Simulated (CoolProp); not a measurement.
A simple Rankine cycle with R123: condensing at 311.15 K, boiler at 1.42 MPa, turbine inlet 499 K, turbine efficiency 0.85, pump efficiency 0.7, no recuperator. Each further row changes one setting.

Computed with CoolProp (reference Helmholtz-energy equation of state, Younglove 1994). It is a modified Benedict-Webb-Rubin equation, recast in Helmholtz form.

```tsv
case	thermal efficiency (%)	net work (kJ/kg)	heat in (kJ/kg)	turbine exit temperature (K)	volume ratio over the turbine
as stated	14.7	44.8	305	433.3	9.36
condensing temperature 303.15 K	16.0	50.1	313	426.4	12.2
boiler pressure 0.994 MPa	12.7	39.2	308	444.7	6.50
turbine efficiency 0.75	12.9	39.4	305	439.9	9.51
```
